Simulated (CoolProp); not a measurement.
A closed Brayton cycle with carbon dioxide: compressor inlet 332.15 K and 8.8 MPa, high pressure 29.3 MPa, turbine inlet 710 K, compressor efficiency 0.8, turbine efficiency 0.85, recuperator effectiveness 0 (on enthalpy, no pinch check). Each further row changes one setting.

Computed with CoolProp (reference Helmholtz-energy equation of state, Span 1996).

| case | thermal efficiency (%) | net work (kJ/kg) | compressor to turbine work | compressor exit (K) | turbine exit (K) |
|---|---|---|---|---|---|
| as stated | 13.4 | 49.4 | 0.60 | 438.5 | 584.7 |
| turbine inlet 660 K | 12.5 | 38.3 | 0.66 | 438.5 | 539.0 |
| compressor inlet 342.15 K | 12.2 | 41.6 | 0.66 | 456.0 | 584.7 |
| high pressure 24.9 MPa | 12.1 | 46.9 | 0.56 | 423.5 | 601.3 |
| recuperator effectiveness 0.5 | 17.3 | 49.4 | 0.60 | 438.5 | 584.7 |
